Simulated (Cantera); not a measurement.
An adiabatic, constant-pressure homogeneous reactor starts with CH4 : H2 : O2 : N2 = 1 : 0.28 : 5.35 : 20.1 (molar parts), at 1400 K and 0.987 atm.

Cantera simulation using GRI-Mech 3.0 (53 species, 325 reactions); the numbers are that mechanism's predictions, not measurements.

### Question
Predict: time of steepest temperature rise; temperature at 0.400 s; equilibrium temperature; x(H2) at 0.400 s; x(O2) at 0.400 s; x(CO2) at 0.400 s; x(NO2) at 0.400 s.

### Answer
- time of steepest temperature rise: 0.638 ms
- temperature at 0.400 s: 2214 K
- equilibrium temperature: 2212 K
- x(H2) at 0.400 s: 0.000308 (gas-phase equilibrium 0.000304)
- x(O2) at 0.400 s: 0.115 (gas-phase equilibrium 0.115)
- x(CO2) at 0.400 s: 0.0368 (gas-phase equilibrium 0.0368)
- x(NO2) at 0.400 s: 7.70e-6 (gas-phase equilibrium 8.68e-6)
